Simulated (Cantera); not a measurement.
# Adiabatic ignition

An adiabatic, constant-volume homogeneous reactor starts with 21.7 % CH4, 21.7 % O2, 56.5 % N2, equivalence ratio 2.0, at 1375 K and 1.90 bar.

Model: GRI-Mech 3.0 (53 species, 325 reactions), integrated in Cantera.

```
t (s)     T (K)  P (bar)     x CH4      x O2     x C2H    x CH2O     x CH2
--------  -----  -------  --------  --------  --------  --------  --------
4.00e-6    1375     1.90     0.217     0.217    <1e-12   4.99e-9    <1e-12
1.44e-5    1375     1.90     0.217     0.217    <1e-12   7.27e-8    <1e-12
5.17e-5    1375     1.90     0.217     0.217    <1e-12   1.36e-6    <1e-12
0.000186   1375     1.90     0.217     0.217    <1e-12   3.07e-5  2.15e-11
0.000667   1378     1.90     0.217     0.217    <1e-12  0.000298  7.95e-11
0.00240    1439     1.99     0.204     0.208  1.05e-12   0.00301   3.45e-9
0.00862    2861     4.88  1.46e-10  0.000103    <1e-12   5.84e-8  5.02e-11
0.0310     2861     4.88  1.46e-10  0.000103    <1e-12   5.84e-8  5.02e-11
0.111      2861     4.88  1.46e-10  0.000103    <1e-12   5.84e-8  5.02e-11
0.400      2861     4.88  1.46e-10  0.000103    <1e-12   5.84e-8  5.02e-11
```
x: mole fraction; the columns are a selection and need not sum to one.

- time of steepest temperature rise: 2.78 ms
- temperature at 0.400 s: 2861 K
- equilibrium temperature: 2861 K
- x(CH4) at 0.400 s: 1.46e-10 (gas-phase equilibrium 1.65e-10)
- x(O2) at 0.400 s: 0.000103 (gas-phase equilibrium 0.000103)
- x(C2H) at 0.400 s: <1e-12 (gas-phase equilibrium <1e-12)
